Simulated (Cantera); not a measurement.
A perfectly stirred reactor is fed with CH4 : O2 : N2 = 1 : 2.44 : 9.17 (molar parts), equivalence ratio 0.82, at 1.01 bar; it is adiabatic with a 373 K inlet, and is followed from long to short residence time, starting on the burning branch (τ in s: 0.068, 0.035, 0.018, 0.0096, 0.005, 0.0026, 0.0014, 0.00071, 0.00037, 0.00019, 0.0001, 5.3e-05, 2.8e-05).

Cantera simulation using GRI-Mech 3.0 (53 species, 325 reactions); the numbers are that mechanism's predictions, not measurements.

Problem. Predict: blow-out, bracketed by the residence times tried; x(CH4) at τ = 68.0 ms; x(O2) at τ = 68.0 ms; x(H) at τ = 68.0 ms; x(N2O) at τ = 68.0 ms; x(NO) at τ = 68.0 ms; x(CH4) at τ = 1.40 ms; x(O2) at τ = 1.40 ms; x(H) at τ = 1.40 ms; x(N2O) at τ = 1.40 ms; x(NO) at τ = 1.40 ms.

Solution. 
| Item | Value |
|---|---|
| blow-out, bracketed by the residence times tried | burning at 0.100 ms, out at 53.0 µs |
| x(CH4) at τ = 68.0 ms | 6.42e-6 |
| x(O2) at τ = 68.0 ms | 0.0351 |
| x(H) at τ = 68.0 ms | 0.000128 |
| x(N2O) at τ = 68.0 ms | 2.56e-7 |
| x(NO) at τ = 68.0 ms | 0.000305 |
| x(CH4) at τ = 1.40 ms | 1.00e-4 |
| x(O2) at τ = 1.40 ms | 0.0400 |
| x(H) at τ = 1.40 ms | 0.00214 |
| x(N2O) at τ = 1.40 ms | 2.41e-7 |
| x(NO) at τ = 1.40 ms | 5.67e-5 |
